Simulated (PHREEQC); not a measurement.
Dissolve 0.0018 mol NaH2PO4, 0.2 mol Na2HPO4 and 0.0011 mol KCl per kg of water at 30 °C. Closed to the air; pH follows from the charge balance.

Model: ion-association model, phreeqc.dat, run in PHREEQC.

The pH is 8.57. The ionic strength is 0.549 mol/kgw and the activity of water is 0.990. The density is 1.021 g/cm³ and the total alkalinity is 200 meq/kg.

```
species  molality  activity   log γ
-------  --------  --------  ------
Na+         0.375     0.268  -0.146
HPO4-2      0.172    0.0354  -0.687
NaHPO4-    0.0270    0.0185  -0.165
H2PO4-    0.00217   0.00148  -0.165
Cl-       0.00110  0.000706  -0.193
K+        0.00103  0.000656  -0.197
PO4-3    0.000359   6.58e-6  -1.736
```

This is a speciation only: nothing precipitates in the calculation.
